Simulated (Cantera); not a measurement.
## Adiabatic ignition

An adiabatic, constant-pressure homogeneous reactor starts with 11.6 % CH4, 2.32 % H2, 16.2 % O2, 69.8 % N2, at 1675 K and 0.612 atm.

Cantera simulation using GRI-Mech 3.0 (53 species, 325 reactions); the numbers are that mechanism's predictions, not measurements.

| t (s) | T (K) | x CH4 | x H2 | x O2 | x CO2 | x NO2 | x NO | x C2H4 |
|---|---|---|---|---|---|---|---|---|
| 1.00e-6 | 1675 | 0.116 | 0.0232 | 0.162 | <1e-12 | <1e-12 | <1e-12 | <1e-12 |
| 2.87e-6 | 1675 | 0.116 | 0.0232 | 0.162 | 1.55e-11 | <1e-12 | <1e-12 | 2.16e-11 |
| 8.24e-6 | 1675 | 0.116 | 0.0232 | 0.162 | 2.82e-10 | <1e-12 | <1e-12 | 1.19e-9 |
| 2.37e-5 | 1675 | 0.116 | 0.0232 | 0.162 | 6.90e-9 | <1e-12 | <1e-12 | 5.36e-8 |
| 6.79e-5 | 1675 | 0.116 | 0.0232 | 0.162 | 3.57e-7 | <1e-12 | 3.23e-12 | 3.64e-6 |
| 0.000195 | 1697 | 0.107 | 0.0246 | 0.157 | 7.98e-5 | 2.39e-12 | 2.12e-10 | 0.000748 |
| 0.000560 | 2672 | <1e-12 | 0.0697 | 0.00264 | 0.0250 | 1.77e-8 | 0.000369 | <1e-12 |
| 0.00161 | 2723 | <1e-12 | 0.0700 | 0.00193 | 0.0251 | 6.47e-8 | 0.00122 | <1e-12 |
| 0.00461 | 2722 | <1e-12 | 0.0707 | 0.00179 | 0.0249 | 1.25e-7 | 0.00238 | <1e-12 |
| 0.0132 | 2720 | <1e-12 | 0.0708 | 0.00176 | 0.0248 | 1.41e-7 | 0.00271 | <1e-12 |
| 0.0380 | 2720 | <1e-12 | 0.0708 | 0.00176 | 0.0248 | 1.41e-7 | 0.00271 | <1e-12 |
| 0.109 | 2720 | <1e-12 | 0.0708 | 0.00176 | 0.0248 | 1.41e-7 | 0.00271 | <1e-12 |
| 0.313 | 2720 | <1e-12 | 0.0708 | 0.00176 | 0.0248 | 1.41e-7 | 0.00271 | <1e-12 |
| 0.900 | 2720 | <1e-12 | 0.0708 | 0.00176 | 0.0248 | 1.41e-7 | 0.00271 | <1e-12 |
x: mole fraction; the columns are a selection and need not sum to one.

- time of steepest temperature rise = 0.293 ms
- temperature at 0.900 s = 2720 K
- equilibrium temperature = 2720 K
- x(CH4) at 0.900 s = <1e-12 (gas-phase equilibrium <1e-12)
- x(H2) at 0.900 s = 0.0708 (gas-phase equilibrium 0.0708)
- x(O2) at 0.900 s = 0.00176 (gas-phase equilibrium 0.00176)
